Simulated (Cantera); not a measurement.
An isothermal, constant-pressure homogeneous reactor starts with 55.2 % CH4, 44.8 % H2O, at 1525 K and 11.0 bar.

Detailed kinetics in Cantera: GRI-Mech 3.0 (53 species, 325 reactions).

Q: Predict: x(CH4) at 200 s; x(H2O) at 200 s; x(C2H4) at 200 s; x(CO) at 200 s; x(HCO) at 200 s.

A: 
```json
{
  "x(CH4) at 200 s": "0.0763 (gas-phase equilibrium 0.0551)",
  "x(H2O) at 200 s": "0.0184 (gas-phase equilibrium 0.000589)",
  "x(C2H4) at 200 s": "0.000599 (gas-phase equilibrium 0.000288)",
  "x(CO) at 200 s": "0.223 (gas-phase equilibrium 0.236)",
  "x(HCO) at 200 s": "2.12e-8 (gas-phase equilibrium 2.29e-8)"
}
```
